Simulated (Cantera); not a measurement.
An adiabatic, constant-pressure homogeneous reactor starts with CH4 : O2 : N2 : CO2 : C2H6 = 1 : 1.33 : 5.01 : 0.3 : 0.025 (molar parts), equivalence ratio 1.6, at 1125 K and 4.93 atm.

Cantera simulation using GRI-Mech 3.0 (53 species, 325 reactions); the numbers are that mechanism's predictions, not measurements.

Predict: time of steepest temperature rise; temperature at 5.00 s; equilibrium temperature; x(O2) at 5.00 s; x(CO2) at 5.00 s; x(NO2) at 5.00 s; x(NO) at 5.00 s; x(H2) at 5.00 s.


```
Quantity                                                              Result
---------------------------------  -----------------------------------------
time of steepest temperature rise                                    16.7 ms
temperature at 5.00 s                                                 2413 K
equilibrium temperature                                               2413 K
x(O2) at 5.00 s                      2.03e-5 (gas-phase equilibrium 2.03e-5)
x(CO2) at 5.00 s                       0.0486 (gas-phase equilibrium 0.0486)
x(NO2) at 5.00 s                     3.60e-9 (gas-phase equilibrium 3.60e-9)
x(NO) at 5.00 s                    0.000168 (gas-phase equilibrium 0.000168)
x(H2) at 5.00 s                        0.0679 (gas-phase equilibrium 0.0679)
```
